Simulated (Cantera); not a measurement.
An isothermal, constant-pressure homogeneous reactor starts with H2 : O2 : N2 = 0.64 : 1 : 19 (molar parts), equivalence ratio 0.32, at 1000 K and 0.570 bar.

Model: the H2/O2 subset of GRI-Mech 3.0, which has no nitrogen chemistry, integrated in Cantera.

x: mole fraction; the columns are a selection and need not sum to one.

```csv
t (s),x H2,x O2,x HO2,x O,x H2O2,x OH,x H
9.00e-6,0.0310,0.0484,5.88e-12,<1e-12,<1e-12,<1e-12,5.21e-12
4.70e-5,0.0310,0.0484,3.66e-11,5.86e-12,<1e-12,2.36e-12,2.88e-11
0.000246,0.0310,0.0484,6.84e-10,1.92e-10,<1e-12,6.75e-11,6.85e-10
0.00128,0.0293,0.0476,1.68e-5,0.000128,4.22e-7,6.97e-5,0.000484
0.00671,0.000498,0.0337,6.28e-6,1.39e-5,9.44e-7,1.58e-5,3.81e-6
0.0351,0.000103,0.0335,2.20e-6,1.37e-6,4.26e-7,3.26e-6,1.53e-7
0.183,?,0.0335,?,?,?,?,?
0.957,1.78e-7,0.0335,7.06e-9,3.72e-9,9.88e-10,4.35e-7,3.77e-11
5.00,2.09e-10,0.0335,2.25e-10,5.90e-10,1.84e-10,?,<1e-12
```

**Question.** Some entries are withheld; supply them.

**Answer.** 
- 0.183, x H2: 1.13e-5
- 0.183, x HO2: 3.52e-7
- 0.183, x O: 9.22e-8
- 0.183, x H2O2: 2.03e-8
- 0.183, x OH: 1.09e-6
- 0.183, x H: 5.36e-9
- 5.00, x OH: 1.86e-7
